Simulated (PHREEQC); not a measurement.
**Hard or scaling water**

Consider water at 25 °C with 0.38 mmol/kgw CaSO4, 0.03 mmol/kgw CO2 and 0.072 mmol/kgw NaCl. Closed to the air; pH follows from the charge balance.

Equilibrium calculation in PHREEQC: ion-association model, phreeqc.dat.

```json
{
 "pH": "5.47",
 "ionic_strength": "0.00153 mol/kgw",
 "specific_conductance": "105 µS/cm"
}
```

```csv
species,molality,activity,log γ
Ca+2,0.000363,0.000306,-0.075
SO4-2,0.000363,0.000306,-0.075
Cl-,7.20e-5,6.89e-5,-0.019
Na+,7.19e-5,6.88e-5,-0.019
CO2,2.64e-5,2.64e-5,0.000
CaSO4,1.66e-5,1.66e-5,0.000
HCO3-,3.62e-6,3.46e-6,-0.019
```

Precipitation was switched off in this run.
